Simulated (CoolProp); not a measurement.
Computed with CoolProp (reference Helmholtz-energy equation of state, de Reuck 1990).

Task: For fluorine, give the phase and the density (kg/m³), cv (kJ/(kg K)), fugacity coefficient at 154 K and 6.33 MPa; 172.3 K and 6.33 MPa.

Result: 
- 154 K and 6.33 MPa: supercritical; density 359, cv 0.772, fugacity coefficient 0.682
- 172.3 K and 6.33 MPa: supercritical; density 228, cv 0.652, fugacity coefficient 0.782
